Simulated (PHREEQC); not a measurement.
Make-up at 20 °C: 0.0038 mol H2SO4, 0.0013 mol Li2SO4 and 3.7e-05 mol Fe2(SO4)3 per kg of water. Closed to the air; pH follows from the charge balance.

Model: ion-association model, phreeqc.dat, run in PHREEQC.

No solid was allowed to form.

What pH does the model give?

pH 2.25.

In which forms is Fe present?

FeSO4+ 82 %, Fe+3 7.5 %, Fe(SO4)2- 4.3 %, FeOH+2 4.1 %, FeHSO4+2 1.8 % of the Fe.

Examples of supersaturated solids here: Hematite (slow to form), Goethite (slow to form). Others may be too. Complexes and solids missing from the database can't appear.
